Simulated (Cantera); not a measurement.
A perfectly stirred reactor is fed with 100 % N₂O, at 760 Torr; it is held at 1350 K, and followed from long to short residence time.

Cantera simulation using GRI-Mech 3.0 (53 species, 325 reactions); the numbers are that mechanism's predictions, not measurements. GRI-Mech 3.0 was tuned for natural gas; its chemistry of N2O as a main component is partial and can be far from experiment. The mechanism lacks the step 2 NO + O2 → 2 NO2, which can matter for NO2 below about 1400 K. The temperature is held fixed by assumption; the heat of reaction is taken as removed at once.

One state of this run: x N₂O = 0.151; x NO = 0.0642; x O₂ = 0.250; x O = 6.74e-6; x N₂ = 0.534; x NO₂ = 0.000557. x: mole fraction; the columns are a selection and need not sum to one.

Problem. Which value of τ (s) does it belong to?
A) 0.013
B) 0.034
C) 0.0017
D) 0.68

Solution. D, 0.68
